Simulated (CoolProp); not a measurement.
Vapour-liquid equilibrium of R22 (1) + cyclohexane (2) at 324.7 K; x and y are mole fractions of (1).

Model: multi-fluid Helmholtz-energy mixture model, Kamei 1995 and Zhou 2014; pair parameters Bell 2016, in CoolProp.

Give the bubble pressure and the first vapour's composition at x = 0.125, 0.2, 0.95. Is there an azeotrope?

x = 0.125: 4.818 bar, y = 0.918; x = 0.2: 6.914 bar, y = 0.942; x = 0.95: 18.90 bar, y = 0.994. No azeotrope shows between x = 0.05 and 0.95.

The pair parameters rest on a limited set of measurements; away from them the model extrapolates. The gap from Raoult's law changes sign with composition, which may be real or a fault of the pair parameters; it wasn't checked against measurements. With so large a gap from Raoult's law the liquid may split in two, which this calculation doesn't test in full.
